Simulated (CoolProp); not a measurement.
The numbers come from the reference Helmholtz-energy equation of state, Thol 2016 in CoolProp.

Problem. For hexamethyldisiloxane (MM), give the phase and the density (kg/m³), cp (kJ/(kg K)), isothermal compressibility (1/MPa), expansivity (1/kK) at 408.3 K and 28.6 bar; 531.4 K and 28.6 bar.

Solution. 
- 408.3 K and 28.6 bar: liquid; density 642, cp 2.20, isothermal compressibility 0.00625, expansivity 1.94
- 531.4 K and 28.6 bar: supercritical; density 393, cp 3.21, isothermal compressibility 0.220, expansivity 13.2
